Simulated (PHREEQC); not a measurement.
Solution (86 °C): 44 mmol/kgw NH3 and 1.5 mmol/kgw K2SiO3. Closed to the air; pH follows from the charge balance.

All values are PHREEQC results (ion-association model, phreeqc.dat), not measurements.

Each row changes one thing in this solution. Precipitation was switched off in this run.

| case | pH | ionic strength (mol/kgw) | NH4+ (mol/kgw) |
|---|---|---|---|
| as made | 9.78 | 0.00340 | 0.000393 |
| K2SiO3 replaced by KOH at the same molality | 9.74 | 0.00193 | 0.000427 |
| NH3 from 0.044 to 0.066 mol/kgw | 9.81 | 0.00357 | 0.000554 |
| K2SiO3 from 0.0015 to 0.0003 mol/kgw | 9.50 | 0.00132 | 0.000720 |
| NH3 from 0.044 to 0.0484 mol/kgw | 9.79 | 0.00344 | 0.000427 |
| K2SiO3 left out | 9.41 | 0.000886 | 0.000886 |
| K2SiO3 from 0.0015 to 0.015 mol/kgw | 10.56 | 0.0310 | 7.58e-5 |

Away from 25 °C the constants follow the database's enthalpies or fits; those with neither stay at their 25 °C values.
